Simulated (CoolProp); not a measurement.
n-octane at several states: Z from the reference equation and from simpler models built on Tc = 295.6 °C, pc = 2.484 MPa, ω = 0.398; each cubic takes its own stable root.

The numbers come from the reference Helmholtz-energy equation of state, Beckmüller 2019 in CoolProp.

```
T (°C)  p (MPa)   phase  reference
------  -------  ------  ---------
168.35   0.0146     gas     0.9947
12.45     0.891  liquid    0.06042
-26.45     11.2  liquid     0.8356
75.95    0.0329  liquid   0.001973
294.95   0.0287     gas     0.9958
265.85     1.05     gas     0.7817
```

How far does each simpler model (van der Waals, Soave-Redlich-Kwong) lie from the reference over these 6 states: mean and median of the absolute difference, and the worst?


- van der Waals: mean 8354.0 %, median 41.7 %, worst +49960.8 % at 75.95 °C and 0.0329 MPa
- Soave-Redlich-Kwong: mean 8.9 %, median 8.8 %, worst +18.4 % at -26.45 °C and 11.2 MPa

At some of these states van der Waals gives the other phase, because its saturation line lies elsewhere.
